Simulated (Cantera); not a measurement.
**Ignition delay**

Mixture: CH4 : O2 : N2 = 1 : 2.2 : 8.26 (molar parts), equivalence ratio 0.91, at 1.30 bar, adiabatic and at constant volume. Ignition delay is the time to a rise of 400 K.

Model: GRI-Mech 3.0 (53 species, 325 reactions), integrated in Cantera.

```tsv
T0 (K)	delay (ms)
1150	68.8
1225	23.4
1300	8.61
1375	3.42
1450	1.47
1525	0.687
1600	0.349
```

```yaml
apparent activation energy between 1450 and 1600 K: 190 kJ/mol
```
